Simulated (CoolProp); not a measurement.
Properties of methanol along the isobar 6170 kPa.

Computed with CoolProp (reference Helmholtz-energy equation of state, de Reuck 1993).

```tsv
T (K)	phase	Z	cp (kJ/(kg K))	cv (kJ/(kg K))	conductivity (mW/(m K))	Prandtl number	fugacity coefficient
482.5	liquid	0.09188	5.488	3.302	167	2.57	0.5815
491.4	liquid	0.09656	6.599	3.417	165	2.72	0.6546
500.3	gas	0.5346	10.51	3.711	69.4	2.66	0.7120
509.2	gas	0.6155	6.880	3.291	62.5	1.91	0.7385
518.2	gas	0.6687	5.360	3.030	60.3	1.55	0.7606
527.1	gas	0.7073	4.581	2.858	59.6	1.35	0.7793
536	gas	0.7376	4.101	2.735	59.6	1.23	0.7955
545	gas	0.7626	3.770	2.643	59.9	1.14	0.8098
553.9	gas	0.7832	3.533	2.574	60.4	1.08	0.8222
562.8	gas	0.8006	3.353	2.520	61.1	1.03	0.8332
571.7	gas	0.8155	3.214	2.477	61.9	0.991	0.8428
```

Viscosity comes from a separate model (Xiang 2006). Thermal conductivity comes from a separate model (Sykioti 2013).
